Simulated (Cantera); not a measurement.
Feed: 1 mol Fe(CO)₅, 0.76 mol N₂, at 39.0 Torr.

Equilibrium computed with Cantera from the NASA thermochemical tables; the gas is ideal and each condensed phase is pure. Candidate condensed phases: C, Fe, Fe(CO)₅, FeO, Fe₂O₃, Fe₃O₄; 27 gas species. Condensed phases not in the tables: cementite and carbon dissolved in iron. Equilibrium is a limit: real reactors are often held back by kinetics, nucleation or transport. All values below are at 1025 K.

Base state: CO 0.853, N₂ 0.134, CO₂ 0.0130 (mole fractions); condensed: C(graphite) + Fe(α).

Problem. What changes in the equilibrium state with this change: N₂ from 0.76 to 10 mol?

Solution. 
```
species           before    after
----------------  ------  -------
N₂                 0.134    0.668
CO                 0.853    0.330
CO₂               0.0130  0.00195
C(graphite), mol  0.0741   0.0292
Fe(α), mol          1.00     1.00
```

Problem. What changes in the equilibrium state with this change: N₂ from 0.76 to 14 mol?

Solution. 
| species | before | after |
|---|---|---|
| N₂ | 0.134 | 0.738 |
| CO | 0.853 | 0.261 |
| CO₂ | 0.0130 | 0.00122 |
| C(graphite), mol | 0.0741 | 0.0231 |
| Fe(α), mol | 1.00 | 1.00 |
